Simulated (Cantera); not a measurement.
Feed: 1 mol SiO2, 0.41 mol C, 5 mol N2, held at 47.0 Pa.

Cantera equilibrium calculation (NASA polynomials, part measured and part estimated; ideal gas, pure solids and liquids). Candidate condensed phases: C, Si, SiC, SiO2, Si2N2O, Si3N4; 34 gas species. N2 is the only nitrogen source here; it is nearly inert below about 1500 K, so the nitride shown seldom forms there in practice. Mutual solubility and eutectic melting of coexisting phases are not modelled. The tables hold silica as quartz up to 1696 K and as liquid above; real silica turns to tridymite and cristobalite and melts near 1996 K. The numbers say what is thermodynamically allowed, not how fast it happens.

Question: What share of the Si ends up in condensed phases as a function of T (K), at 948, 1048, 1148, 1248, 1348, 1448, 1548, 1648, 1748, 1848, 1948, 2048, 2148?

Answer: 
| T (K) | Si condensed (%) | as |
|---|---|---|
| 948 | 100.0 | SiO2(β-quartz) + Si2N2O(s) |
| 1048 | 100.0 | SiO2(β-quartz) + Si2N2O(s) |
| 1148 | 100.0 | SiO2(β-quartz) + Si2N2O(s) |
| 1248 | 100.0 | SiO2(β-quartz) + Si2N2O(s) |
| 1348 | 99.6 | SiO2(β-quartz) + Si2N2O(s) |
| 1448 | 92.0 | SiO2(β-quartz) + Si2N2O(s) |
| 1548 | 59.0 | SiO2(β-quartz) |
| 1648 | 59.0 | SiO2(β-quartz) |
| 1748 | 58.7 | SiO2(condensed) |
| 1848 | 57.4 | SiO2(condensed) |
| 1948 | 52.2 | SiO2(condensed) |
| 2048 | 35.9 | SiO2(l) |
| 2148 | 0.0 | - |
